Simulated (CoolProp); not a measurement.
The fluid at 293.15 K and 0.107 MPa expands adiabatically to 0.00781 MPa with isentropic efficiency 0.7. The same conditions are run with several fluids, on thermodynamics alone (safety and materials aside).

Values from CoolProp's reference Helmholtz-energy equation of state of each fluid (dimethyl ether: Wu 2011; R124: de Vries 1995; isobutane: Bücker 2006).

```tsv
fluid	work (kJ/kg)	final temperature (K)	final density (kg/m³)
dimethyl ether	80.4	230.2	0.189
R124	28.7	249.0	0.517
isobutane	67.0	247.1	0.222
```
